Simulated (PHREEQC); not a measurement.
A PHREEQC speciation (ion-association model, wateq4f.dat) at 25 °C gives pH 1.52 and these molalities:

| species | mol/kgw |
|---|---|
| H+ | 0.0355 |
| HSO4- | 0.0185 |
| SO4-2 | 0.0115 |
| Ni+2 | 0.00272 |
| NiSO4 | 0.00118 |
| Zn+2 | 0.000199 |
| ZnSO4 | 0.000111 |
| Zn(SO4)2-2 | 1.06e-5 |
| Ni(SO4)2-2 | 7.46e-7 |

Problem. What are the element totals, and what could have been dissolved in 1 kg of water to give them?

Solution. This is not unique; one that fits is totals Ni 0.00390, S(6) 0.0312, Zn 0.000320 mol/kgw, from 27 mmol/kgw H2SO4, 0.32 mmol/kgw ZnSO4 and 3.9 mmol/kgw NiSO4.

Precipitation was switched off in this run.
